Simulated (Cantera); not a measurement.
Hydrocarbon pyrolysis for carbon deposition

An isothermal, constant-pressure homogeneous reactor starts with CH4 : H2 = 1 : 1.4 (molar parts), at 1800 K and 1.30 bar.

Computed with Cantera and GRI-Mech 3.0 (53 species, 325 reactions). GRI-Mech 3.0 stops at C3 and has no aromatics, soot or wall deposition, so with more carbon than oxygen in the feed, carbon stays in small species such as C2H2 where larger ones or solid carbon would form.

```tsv
t (s)	x CH4	x H2	x C2H	x C2H2	x C2H6	x C2H4	x CH3
3.00e-6	0.416	0.583	<1e-12	2.29e-10	6.77e-7	2.39e-7	0.000239
1.66e-5	0.415	0.584	<1e-12	5.10e-7	7.79e-5	4.38e-5	0.00114
9.17e-5	0.406	0.588	8.79e-10	0.000349	0.000789	0.00215	0.00230
0.000507	0.355	0.620	3.64e-8	0.0139	0.000678	0.00749	0.00210
0.00280	0.210	0.716	1.85e-7	0.0687	0.000244	0.00422	0.00129
0.0155	0.0658	0.809	3.49e-7	0.121	2.79e-5	0.00322	0.000436
0.0856	0.0227	0.837	4.10e-7	0.136	5.25e-6	0.00344	0.000157
0.473	0.0213	0.838	4.12e-7	0.137	4.87e-6	0.00345	0.000148
2.62	0.0213	0.838	4.12e-7	0.137	4.87e-6	0.00345	0.000148
14.5	0.0213	0.838	4.12e-7	0.137	4.87e-6	0.00345	0.000148
80.0	0.0213	0.838	4.12e-7	0.137	4.87e-6	0.00345	0.000148
```
x: mole fraction; the columns are a selection and need not sum to one.

Equilibrium at this temperature and pressure: CH4 0.0213, H2 0.838, C2H 4.12e-7, C2H2 0.137, C2H6 4.87e-6, C2H4 0.00345, CH3 0.000148 (gas phase only).
